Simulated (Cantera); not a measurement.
An isothermal, constant-pressure homogeneous reactor starts with H2 : O2 = 0.008 : 1 (molar parts), equivalence ratio 0.0040, at 1423 K and 1330 Pa.

Model: GRI-Mech 3.0 (53 species, 325 reactions), integrated in Cantera. Radical loss at walls, strong at low pressure, is not modelled.

One state of this run: x H2 = 0.00765; x O2 = 0.992; x O = 0.000186; x H2O2 = 1.43e-9; x HO2 = 6.32e-7. x: mole fraction; the columns are a selection and need not sum to one.

Q: Which value of t (s) does it belong to?
A) 0.0296
B) 0.00288
C) 3.12
D) 0.00924

A: B, 0.00288
